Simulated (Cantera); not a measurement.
**Ignition delay**

Mixture: 7.37 % CH4, 18.9 % O2, 71.1 % N2, 2.65 % H2O, at 500000 Pa, adiabatic and at constant pressure. Ignition delay is the time to a rise of 400 K.

Computed with Cantera and GRI-Mech 3.0 (53 species, 325 reactions).

| T0 (K) | delay (ms) |
|---|---|
| 1375 | 1.17 |
| 1450 | 0.530 |
| 1525 | 0.253 |
| 1600 | 0.128 |
| 1675 | 0.0681 |

```json
{
  "apparent activation energy between 1525 and 1675 K": "190 kJ/mol"
}
```
